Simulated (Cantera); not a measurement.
## Ignition delay

Mixture: H₂ : O₂ : N₂ : H₂O = 1 : 0.25 : 0.94 : 0.34 (molar parts), equivalence ratio 2.0, at 0.650 bar, adiabatic and at constant pressure. Ignition delay is the time to a rise of 400 K.

Detailed kinetics in Cantera: the H2/O2 subset of GRI-Mech 3.0, which has no nitrogen chemistry. Below about 950 K walls govern HO2 and H2O2 in real vessels.

```tsv
T0 (K)	delay (ms)
925	155
975	14.6
1025	0.734
1075	0.282
1125	0.170
1175	0.118
1225	0.0889
```

The apparent activation energy between 1125 and 1225 K is 74 kJ/mol.
